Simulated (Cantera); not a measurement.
An adiabatic, constant-pressure homogeneous reactor starts with H2 : O2 : N2 = 1 : 1.09 : 4.09 (molar parts), equivalence ratio 0.46, at 1800 K and 8.40 bar.

Cantera simulation using GRI-Mech 3.0 (53 species, 325 reactions); the numbers are that mechanism's predictions, not measurements. The hydrogen kinetics of GRI-Mech 3.0 are dated; newer H2 mechanisms differ, most at raised pressure.

One state of this run: T (K) = 2763; x H2 = 0.00340; x O2 = 0.0960; x N2O = 2.95e-6; x NO = 0.00345; x NO2 = 4.68e-6; x H2O = 0.161; x O = 0.00504. x: mole fraction; the columns are a selection and need not sum to one.

### Question
Which value of t (s) does it belong to?
(A) 0.684
(B) 0.00811
(C) 0.00185
(D) 9.62e-5

### Answer
D, 9.62e-5
